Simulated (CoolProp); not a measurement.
Properties of R22 along the isotherm 226.85 °C.

Model: reference Helmholtz-energy equation of state, Kamei 1995, in CoolProp.

```csv
p (bar),phase,expansivity (1/kK),fugacity coefficient
0.789,gas,2.014,0.9982
1.5,gas,2.028,0.9966
2.84,gas,2.053,0.9935
5.38,gas,2.101,0.9877
10.2,gas,2.196,0.9768
19.3,gas,2.389,0.9564
36.6,gas,2.807,0.9186
69.4,supercritical,3.772,0.8506
132,supercritical,5.370,0.7409
250,supercritical,4.018,0.6237
```
